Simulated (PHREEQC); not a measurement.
0.023 g of hydrous ferric oxide (600 m²/g; 0.2 weak and 0.005 strong sites per Fe, Dzombak-Morel constants, diffuse double layer) in 1 kg of water with 0.3 mol/kgw of an inert sodium salt and 0.0024 mmol/kgw NiCl2 and 0.00025 mmol/kgw SrCl2, at 25 °C; the pH is set by adding NaOH or the inert anion's acid. O2 is buffered at 0.21 atm. The system is closed to CO2. Precipitation was switched off in this run.

The numbers come from PHREEQC with the ion-association model, wateq4f.dat.

Q: Predict Ni sorbed (%) at pH = 3.67, 9.67.

A: 
| pH | Ni sorbed (%) |
|---|---|
| 3.67 | 0.0 |
| 9.67 | 99.9 |

Species that the database lacks are ignored. The oxide is taken as insoluble; below pH 4 it would dissolve.
